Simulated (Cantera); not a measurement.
# Thermodynamics of silicon etching in halogen gases, feed Si + F₂

Input: 1 mol Si, 3.6 mol F₂, held at 550 °C and 100000 Pa.

Cantera equilibrium calculation (NASA polynomials, part measured and part estimated; ideal gas, pure solids and liquids). Candidate condensed phases: Si; 9 gas species. Equilibrium is a limit: real reactors are often held back by kinetics, nucleation or transport.

* **x(F₂)**: 0.608
* **x(SiF₄)**: 0.383
* **x(F)**: 0.00914
* **gas amount**: 2.612 mol
* **log10 activity of Si(s) (absent)**: -95.00
